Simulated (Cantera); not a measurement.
A closed system holds: 1 mol H2O, 0.045 mol H2, held at 1475 K and 10.0 Torr.

Cantera equilibrium calculation (NASA polynomials, part measured and part estimated; ideal gas, pure solids and liquids). Candidate condensed phases: H2O; 9 gas species. Kinetics and transport are ignored.

**Question.** What is the equilibrium state?

**Answer.** 
```
Property       Result
----------  ---------
x(H2O)          0.957
x(H2)          0.0431
x(H)          2.33e-5
x(OH)         1.36e-5
gas amount  1.045 mol
```
